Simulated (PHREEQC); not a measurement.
Alkaline etch or developer

A solution holds 0.0091 mol TMAH and 0.004 mol CO2 per kg of water, at 25 °C. Closed to the air; pH follows from the charge balance.

The numbers come from PHREEQC with the ion-association model, wateq4f.dat.

Each row changes one thing in this solution. Precipitation was switched off in this run.

| case | pH | ionic strength (mol/kgw) | CO3-2 (mol/kgw) | HCO3- (mol/kgw) | CO2 (mol/kgw) |
|---|---|---|---|---|---|
| as made | 11.13 | 0.0127 | 0.00359 | 0.000410 | 6.13e-9 |
| temperature from 25 to 10 °C | 11.60 | 0.0129 | 0.00379 | 0.000211 | 1.37e-9 |
| diluted 5-fold with water | 10.64 | 0.00238 | 0.000563 | 0.000237 | 1.17e-8 |
| 0.00015 mol/kgw HCl added | 11.09 | 0.0127 | 0.00356 | 0.000441 | 7.16e-9 |
| CO2 replaced by Li2CO3 at the same molality | 11.90 | 0.0210 | 0.00393 | 7.05e-5 | 1.74e-10 |
| 0.0011 mol/kgw NaOH added | 11.34 | 0.0138 | 0.00370 | 0.000257 | 2.37e-9 |
| 0.0091 mol/kgw KOH added | 11.95 | 0.0221 | 0.00394 | 6.28e-5 | 1.39e-10 |
| 0.0008 mol/kgw NH4HS added | 10.92 | 0.0125 | 0.00337 | 0.000625 | 1.51e-8 |
| TMAH from 0.0091 to 0.00819 mol/kgw | 10.89 | 0.0115 | 0.00333 | 0.000671 | 1.76e-8 |

(CH3)4N+ isn't in the database: it is added as a free cation with an ion size of 4 Å. Constants without temperature data keep their 25 °C values here. The polysulfide entries of wateq4f.dat were taken out for this run.
